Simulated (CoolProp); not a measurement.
Vapour-liquid equilibrium of cyclohexane (1) + toluene (2) at 1.33 MPa; x and y are mole fractions of (1).

Values from CoolProp's multi-fluid Helmholtz-energy mixture model, Zhou 2014 and Lemmon 2006; pair parameters Bell 2016.

```csv
x,bubble temperature (K),y at the bubble point,dew temperature at overall composition x (K),liquid density (mol/L)
0.05,505.0,(withheld),506.1,(withheld)
0.15,499.8,0.222,502.4,(withheld)
0.25,495.1,0.347,498.7,6.843
0.35,490.9,0.457,495.0,6.852
0.45,487.2,0.556,491.2,6.857
0.55,483.8,0.646,487.4,6.859
0.65,(withheld),0.730,483.7,6.860
0.75,478.1,0.809,480.1,6.861
0.85,475.7,0.886,476.8,6.863
0.95,(withheld),0.962,473.8,6.867
```

Some entries are withheld; supply them.


- 0.05, y at the bubble point: 0.079
- 0.05, liquid density (mol/L): 6.806
- 0.15, liquid density (mol/L): 6.828
- 0.65, bubble temperature (K): 480.8
- 0.95, bubble temperature (K): 473.4

No azeotrope shows between x = 0.05 and 0.95.

Pair parameters are fitted to limited data, so mixtures are less certain than the pure fluids.
